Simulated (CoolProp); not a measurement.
m-xylene along the isobar 19.3 MPa: Z from the reference equation and from simpler models built on Tc = 616.9 K, pc = 3.535 MPa, ω = 0.326; each cubic takes its own stable root.

The numbers come from the reference Helmholtz-energy equation of state, Zhou 2012 in CoolProp.

```json
[
 {"T (K)": "327.8", "phase": "liquid", "reference": "0.8847"},
 {"T (K)": "361.1", "phase": "liquid", "reference": "0.8290"},
 {"T (K)": "394.3", "phase": "liquid", "reference": "0.7848"},
 {"T (K)": "427.6", "phase": "liquid", "reference": "0.7496"},
 {"T (K)": "460.8", "phase": "liquid", "reference": "0.7221"},
 {"T (K)": "494.1", "phase": "liquid", "reference": "0.7012"},
 {"T (K)": "527.3", "phase": "liquid", "reference": "0.6866"},
 {"T (K)": "560.6", "phase": "liquid", "reference": "0.6780"},
 {"T (K)": "593.8", "phase": "liquid", "reference": "0.6755"}
]
```

Q: How far does each simpler model (van der Waals, Redlich-Kwong, Soave-Redlich-Kwong, Peng-Robinson) lie from the reference over these 9 states: mean and median of the absolute difference, and the worst?

A: 
- van der Waals: mean 59.6 %, median 60.5 %, worst +69.7 % at 327.8 K and 19.3 MPa
- Redlich-Kwong: mean 15.6 %, median 15.7 %, worst +17.7 % at 327.8 K and 19.3 MPa
- Soave-Redlich-Kwong: mean 13.0 %, median 12.6 %, worst +15.2 % at 327.8 K and 19.3 MPa
- Peng-Robinson: mean 0.8 %, median 0.4 %, worst +2.7 % at 327.8 K and 19.3 MPa
